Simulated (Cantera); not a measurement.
Feed: 1 mol Ta(OEt)5, 1.3 mol CO2, held at 3.70 Pa.

Equilibrium computed with Cantera from the NASA thermochemical tables; the gas is ideal and each condensed phase is pure. Candidate condensed phases: C, C6H6, C7H8, C8H18, H2O, Ta, TaC, Ta2O5; 113 gas species. The feed counts by its element totals alone. TaC: taken at fixed stoichiometry. Condensed phases not in the tables: Ta2C. Equilibrium is a limit: real reactors are often held back by kinetics, nucleation or transport.

**Question.** At 2298 K, list the 5 most abundant gas species with their mole fractions, and the condensed phases.

**Answer.** H 0.591, CO 0.266, H2 0.141, C2H2 (acetylene) 0.000604, C3 0.000436. Condensed: C(graphite) + TaC(s).
